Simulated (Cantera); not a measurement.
Input: 1 mol Cu2O, 1.8 mol CO, 0.47 mol N2, equilibrated at 2248.15 K and 0.133 bar.

Cantera equilibrium calculation (NASA polynomials, part measured and part estimated; ideal gas, pure solids and liquids). Candidate condensed phases: C, Cu, CuO, Cu2O; 27 gas species. Equilibrium is a limit: real reactors are often held back by kinetics, nucleation or transport.

Base state: CO2 0.327, CO 0.266, Cu 0.249, N2 0.155, Cu2 0.00216, O2 0.000787, NO 0.000381, O 0.000280 (mole fractions); condensed: Cu(l).

Question: What changes in the equilibrium state with this change: pressure from 0.133 bar to 1 atm?

Answer: 
| species | before | after |
|---|---|---|
| CO2 | 0.327 | 0.425 |
| CO | 0.266 | 0.341 |
| N2 | 0.155 | 0.200 |
| Cu | 0.249 | 0.0328 |
| Cu2 | 0.00216 | 0.000284 |
| CuO | 0.000220 | 2.94e-5 |
| O | 0.000280 | 3.74e-5 |
| Cu(l), mol | 1.23 | 1.92 |
